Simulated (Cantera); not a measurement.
# Gas-phase reforming

An isothermal, constant-pressure homogeneous reactor starts with CH4 : CO2 = 1 : 5 (molar parts), at 1475 K and 1.01 bar.

Model: GRI-Mech 3.0 (53 species, 325 reactions), integrated in Cantera.

| t (s) | x CH4 | x CO2 | x C2H2 | x CO | x C2H6 |
|---|---|---|---|---|---|
| 2.00e-6 | 0.167 | 0.833 | <1e-12 | 4.33e-9 | <1e-12 |
| 5.80e-6 | 0.167 | 0.833 | <1e-12 | 1.41e-8 | 1.58e-11 |
| 1.68e-5 | 0.167 | 0.833 | <1e-12 | 4.24e-8 | 4.06e-10 |
| 4.89e-5 | 0.167 | 0.833 | <1e-12 | 1.25e-7 | 1.00e-8 |
| 0.000142 | 0.167 | 0.833 | 1.11e-11 | 3.67e-7 | 2.35e-7 |
| 0.000411 | 0.167 | 0.833 | 8.47e-10 | 1.14e-6 | 4.29e-6 |
| 0.00119 | 0.167 | 0.833 | 3.66e-8 | 3.98e-6 | 3.49e-5 |
| 0.00346 | 0.166 | 0.833 | 8.84e-7 | 1.54e-5 | 0.000134 |
| 0.0101 | 0.165 | 0.833 | 2.14e-5 | 8.11e-5 | 0.000366 |
| 0.0292 | 0.161 | 0.831 | 0.000451 | 0.000599 | 0.000590 |
| 0.0846 | 0.151 | 0.820 | 0.00414 | 0.00433 | 0.000447 |
| 0.246 | 0.127 | 0.783 | 0.0148 | 0.0236 | 0.000277 |
| 0.713 | 0.0825 | 0.690 | 0.0333 | 0.0853 | 0.000161 |
| 2.07 | 0.0293 | 0.556 | 0.0494 | 0.184 | 4.15e-5 |
| 6.00 | 0.0121 | 0.454 | 0.0325 | 0.286 | 7.15e-6 |
x: mole fraction; the columns are a selection and need not sum to one.

Equilibrium at this temperature and pressure: CH4 8.81e-9, CO2 0.334, C2H2 <1e-12, CO 0.416, C2H6 <1e-12 (gas phase only).
